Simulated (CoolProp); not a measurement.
Tetradecamethylhexasiloxane (MD4M) along the isotherm 620 K: Z from the reference equation and from simpler models built on Tc = 653.2 K, pc = 0.8286 MPa, ω = 0.800; each cubic takes its own stable root.

Computed with CoolProp (reference Helmholtz-energy equation of state, Thol 2019).

```csv
p (MPa),phase,reference,van der Waals,Redlich-Kwong,Soave-Redlich-Kwong,Peng-Robinson
0.829,liquid,0.1468,0.2469,0.1908,0.1724,0.1533
1.66,liquid,0.2785,0.4258,0.3319,0.3145,0.2804
2.49,liquid,0.4038,0.5989,0.4640,0.4464,0.3986
3.31,liquid,0.5237,0.7638,0.5884,0.5706,0.5100
4.14,liquid,0.6421,0.9264,0.7099,0.6920,0.6190
4.97,liquid,0.7580,1.085,0.8281,0.8100,0.7252
5.8,liquid,0.8720,1.242,0.9435,0.9255,0.8290
6.63,liquid,0.9843,1.396,1.057,1.039,0.9311
7.46,liquid,1.095,1.548,1.168,1.150,1.032
8.29,liquid,1.205,1.699,1.278,1.260,1.131
```
